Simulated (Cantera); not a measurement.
## Ignition delay

Mixture: CH₄ : O₂ : N₂ = 1 : 2.53 : 15.7 (molar parts), at 2600000 Pa, adiabatic and at constant pressure. Ignition delay is the time to a rise of 400 K.

Cantera simulation using GRI-Mech 3.0 (53 species, 325 reactions); the numbers are that mechanism's predictions, not measurements. The pressure lies above the range GRI-Mech 3.0 was tuned for (to about 10 atm).

```
T0 (K)  delay (ms)
------  ----------
1200          2.33
1250          1.32
1300         0.772
1350         0.466
1400         0.288
1450         0.182
1500         0.116
1550        0.0756
1600        0.0498
1650        0.0333
```

```
Quantity                                                Result
--------------------------------------------------  ----------
apparent activation energy between 1550 and 1650 K  170 kJ/mol
```
